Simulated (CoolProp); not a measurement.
500 sccm (0 °C, 1 atm) of nitrogen bubbles through liquid water at 279.2 K and leaves saturated at a total pressure of 0.00708 MPa (ideal gas phase). Each further row changes one setting.

Model: reference Helmholtz-energy equation of state, Wagner 2002, in CoolProp.

```json
[
 {"case": "as stated", "vapour pressure (kPa)": "0.939", "mole fraction of vapour": "?", "delivery (mg/min)": "?", "delivery (sccm)": "?", "change of delivery for a bath 1 K warmer (%)": "?"},
 {"case": "bath temperature 284.2 K", "vapour pressure (kPa)": "1.32", "mole fraction of vapour": "0.186", "delivery (mg/min)": "91.9", "delivery (sccm)": "114", "change of delivery for a bath 1 K warmer (%)": "8.5"},
 {"case": "total pressure 0.0142 MPa", "vapour pressure (kPa)": "0.939", "mole fraction of vapour": "?", "delivery (mg/min)": "?", "delivery (sccm)": "?", "change of delivery for a bath 1 K warmer (%)": "?"}
]
```

**Question.** Complete the blanks.

**Answer.** 
- as stated, mole fraction of vapour: 0.133
- as stated, delivery (mg/min): 61.4
- as stated, delivery (sccm): 76.4
- as stated, change of delivery for a bath 1 K warmer (%): 8.3
- total pressure 0.0142 MPa, mole fraction of vapour: 0.0661
- total pressure 0.0142 MPa, delivery (mg/min): 28.4
- total pressure 0.0142 MPa, delivery (sccm): 35.4
- total pressure 0.0142 MPa, change of delivery for a bath 1 K warmer (%): 7.7
